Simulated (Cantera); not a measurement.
Cantera run, input and output.

```python
import numpy as np
import cantera as ct

gas = ct.Solution("gri30.yaml")
gas.TPX = 700, 500000, {'CH3OH': 1, 'O2': 1.5, 'N2': 4.3}
inlet = ct.Reservoir(gas, clone=True)
gas.equilibrate("HP")  # start burning
reactor = ct.IdealGasConstPressureReactor(gas, energy="on", clone=False)
exhaust = ct.Reservoir(gas, clone=True)
tau = [0.048, 0.023, 0.011, 0.0056, 0.0028, 0.0013, 0.00066, 0.00032, 0.00016, 7.8e-05, 3.8e-05][0]
for a, b in ((inlet, reactor), (reactor, exhaust)):
    ct.MassFlowController(a, b, mdot=lambda t: reactor.mass / tau)
net = ct.ReactorNet([reactor])
show = ['CH3OH', 'O2', 'CO2', 'CH2CO', 'C2H', 'HO2', 'HCN']

rows = []
print(f"{'tau/s':>10s}{'T/K':>9s}" + "".join(f"{s:>11s}" for s in show))
for tau in [0.048, 0.023, 0.011, 0.0056, 0.0028, 0.0013, 0.00066, 0.00032, 0.00016, 7.8e-05, 3.8e-05]:
    net.initial_time = 0.0
    net.advance(30 * tau)
    before = gas.X
    net.advance(40 * tau)
    drift = np.max(np.abs(gas.X - before) / (gas.X + 1e-9))
    rows.append([gas.T, *gas[show].X, drift])
    print(f"{tau:10.3e}{gas.T:9.1f}" + "".join(f"{x:11.3e}" for x in gas[show].X))
```

Result:

```
     tau/s      T/K      CH3OH         O2        CO2      CH2CO        C2H        HO2        HCN
 4.800e-02   2600.9  1.427e-07  1.266e-02  1.072e-01  8.291e-11  3.788e-14  5.333e-06  2.856e-08
 2.300e-02   2600.4  2.963e-07  1.280e-02  1.072e-01  1.718e-10  9.163e-14  5.393e-06  5.571e-08
 1.100e-02   2599.3  6.130e-07  1.306e-02  1.070e-01  3.541e-10  2.420e-13  5.512e-06  1.040e-07
 5.600e-03   2597.1  1.184e-06  1.349e-02  1.067e-01  6.803e-10  6.311e-13  5.708e-06  1.707e-07
 2.800e-03   2592.3  2.302e-06  1.419e-02  1.062e-01  1.314e-09  1.741e-12  6.047e-06  2.520e-07
 1.300e-03   2580.7  4.722e-06  1.537e-02  1.050e-01  2.684e-09  5.132e-12  6.667e-06  3.249e-07
 6.600e-04   2560.8  8.727e-06  1.683e-02  1.030e-01  4.976e-09  1.192e-11  7.578e-06  3.509e-07
 3.200e-04   2525.2  1.634e-05  1.894e-02  9.982e-02  9.535e-09  2.508e-11  9.280e-06  3.457e-07
 1.600e-04   2475.7  2.898e-05  2.157e-02  9.559e-02  1.820e-08  4.726e-11  1.225e-05  3.406e-07
 7.800e-05   2410.3  5.186e-05  2.487e-02  9.027e-02  3.892e-08  9.977e-11  1.779e-05  3.763e-07
 3.800e-05   2334.8  9.448e-05  2.876e-02  8.413e-02  9.555e-08  2.573e-10  2.768e-05  4.926e-07
```

Computed with Cantera and GRI-Mech 3.0 (53 species, 325 reactions). GRI-Mech 3.0 was tuned for natural gas; its chemistry of methanol as a main component is partial and can be far from experiment.
